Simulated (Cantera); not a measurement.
**Ignition delay**

Mixture: CO : H2 : O2 : N2 = 1 : 0.066 : 0.381 : 1.43 (molar parts), equivalence ratio 1.4, at 500000 Pa, adiabatic and at constant volume. Ignition delay is the time to a rise of 400 K.

Cantera simulation using GRI-Mech 3.0 (53 species, 325 reactions); the numbers are that mechanism's predictions, not measurements. The hydrogen kinetics of GRI-Mech 3.0 are dated; newer H2 mechanisms differ, most at raised pressure. Where the delays flatten at high temperature, the 400 K rule measures the pace of heat release, not the induction time.

```json
[
 {"T0 (K)": "975", "delay (ms)": "4.74"},
 {"T0 (K)": "1025", "delay (ms)": "1.26"},
 {"T0 (K)": "1075", "delay (ms)": "0.350"},
 {"T0 (K)": "1125", "delay (ms)": "0.112"},
 {"T0 (K)": "1175", "delay (ms)": "0.0508"},
 {"T0 (K)": "1225", "delay (ms)": "0.0300"},
 {"T0 (K)": "1275", "delay (ms)": "0.0207"},
 {"T0 (K)": "1325", "delay (ms)": "0.0157"},
 {"T0 (K)": "1375", "delay (ms)": "0.0126"},
 {"T0 (K)": "1425", "delay (ms)": "0.0106"}
]
```

The apparent activation energy between 1325 and 1425 K is 62 kJ/mol.
